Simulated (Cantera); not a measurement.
Cantera run, input and output.

```python
import numpy as np
import cantera as ct

gas = ct.Solution("gri30.yaml")
gas.TPX = 1725, 2100000, {'CH3OH': 1, 'O2': 3, 'N2': 22.5}
reactor = ct.IdealGasReactor(gas, energy="on", clone=False)
net = ct.ReactorNet([reactor])
net.rtol, net.atol = 1e-08, 1e-16
show = ['CH3OH', 'O2', 'CH2O', 'HCO', 'CO', 'C2H2']
times = np.geomspace(2e-06, 3, 13)

steps = ct.SolutionArray(gas, extra=["t"])
rows = []
print(f"{'t/s':>10s}{'T/K':>9s}{'P/Pa':>11s}" + "".join(f"{s:>11s}" for s in show))
for t in times:
    while net.time < t:
        t_next = net.step()
        steps.append(gas.state, t=t_next)
    rows.append([np.interp(t, steps.t, y) for y in (steps.T, steps.P, *steps(*show).X.T)])
    print(f"{t:10.3e}{rows[-1][0]:9.1f}{rows[-1][1]:11.4g}" + "".join(f"{x:11.3e}" for x in rows[-1][2:]))
rate = np.gradient(steps.T, steps.t)
print("integrator steps:", len(steps.t))
if steps.T.max() > steps.T[0] + 200:
    print(f"time of steepest temperature rise: {steps.t[rate.argmax()]:.4e} s")
gas.TPX = 1725, 2100000, {'CH3OH': 1, 'O2': 3, 'N2': 22.5}
gas.equilibrate("UV")
print(f"equilibrium (UV): T = {gas.T:.1f} K  " + "  ".join(f"{s} {gas[s].X[0]:.3e}" for s in show))
```

Result:

```
       t/s      T/K       P/Pa      CH3OH         O2       CH2O        HCO         CO       C2H2
 2.000e-06   1739.0  2.126e+06  3.173e-02  1.098e-01  4.773e-03  5.149e-06  8.766e-04  7.453e-09
 6.542e-06   2394.6      3e+06  3.254e-16  5.906e-02  1.849e-10  2.989e-08  1.200e-02  1.325e-18
 2.140e-05   2527.4  3.142e+06  4.245e-18  5.480e-02  5.720e-12  5.155e-10  1.211e-03  5.768e-21
 6.999e-05   2527.1  3.141e+06  2.370e-18  5.463e-02  5.462e-12  4.904e-10  1.167e-03  1.019e-22
 2.289e-04   2524.6  3.138e+06  2.320e-18  5.415e-02  5.378e-12  4.812e-10  1.158e-03  7.975e-23
 7.489e-04   2517.8   3.13e+06  2.202e-18  5.286e-02  5.157e-12  4.573e-10  1.134e-03  6.967e-23
 2.449e-03   2505.9  3.114e+06  2.012e-18  5.060e-02  4.793e-12  4.182e-10  1.093e-03  5.476e-23
 8.012e-03   2499.1  3.106e+06  1.909e-18  4.931e-02  4.596e-12  3.971e-10  1.070e-03  4.762e-23
 2.621e-02   2498.7  3.105e+06  1.904e-18  4.924e-02  4.586e-12  3.961e-10  1.069e-03  4.730e-23
 8.572e-02   2498.7  3.105e+06  1.904e-18  4.924e-02  4.586e-12  3.961e-10  1.069e-03  4.730e-23
 2.804e-01   2498.7  3.105e+06  1.904e-18  4.924e-02  4.586e-12  3.961e-10  1.069e-03  4.730e-23
 9.172e-01   2498.7  3.105e+06  1.904e-18  4.924e-02  4.586e-12  3.961e-10  1.069e-03  4.730e-23
 3.000e+00   2498.7  3.105e+06  1.904e-18  4.924e-02  4.586e-12  3.961e-10  1.069e-03  4.730e-23
integrator steps: 1609
time of steepest temperature rise: 4.8471e-06 s
equilibrium (UV): T = 2498.7 K  CH3OH 2.017e-18  O2 4.924e-02  CH2O 4.586e-12  HCO 3.961e-10  CO 1.069e-03  C2H2 5.496e-23
```

Detailed kinetics in Cantera: GRI-Mech 3.0 (53 species, 325 reactions). GRI-Mech 3.0 was tuned for natural gas; its chemistry of methanol as a main component is partial and can be far from experiment. The pressure lies above the range GRI-Mech 3.0 was tuned for (to about 10 atm).
